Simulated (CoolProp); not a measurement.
R236FA at several states: density (kg/m³) from the reference equation and from simpler models built on Tc = 398.1 K, pc = 3.191 MPa, ω = 0.377; each cubic takes its own stable root.

The numbers come from the reference Helmholtz-energy equation of state, Pan 2012 in CoolProp.

| T (K) | p (MPa) | phase | reference |
|---|---|---|---|
| 221.5 | 8.43 | liquid | 1609 |
| 256.4 | 0.217 | liquid | 1493 |
| 273.4 | 0.0358 | gas | 2.432 |
| 388.6 | 6.45 | liquid | 1041 |
| 269.3 | 0.224 | liquid | 1454 |
| 335.7 | 0.092 | gas | 5.108 |

**Question.** How far does each simpler model (van der Waals, Redlich-Kwong, Soave-Redlich-Kwong, Peng-Robinson) lie from the reference over these 6 states: mean and median of the absolute difference, and the worst?

**Answer.** 
- van der Waals: mean 45.2 %, median 36.0 %, worst -98.9 % at 256.4 K and 0.217 MPa
- Redlich-Kwong: mean 9.5 %, median 13.4 %, worst -14.8 % at 388.6 K and 6.45 MPa
- Soave-Redlich-Kwong: mean 7.1 %, median 9.5 %, worst -13.5 % at 388.6 K and 6.45 MPa
- Peng-Robinson: mean 1.6 %, median 1.8 %, worst -3.5 % at 388.6 K and 6.45 MPa

At some of these states van der Waals gives the other phase, because its saturation line lies elsewhere.
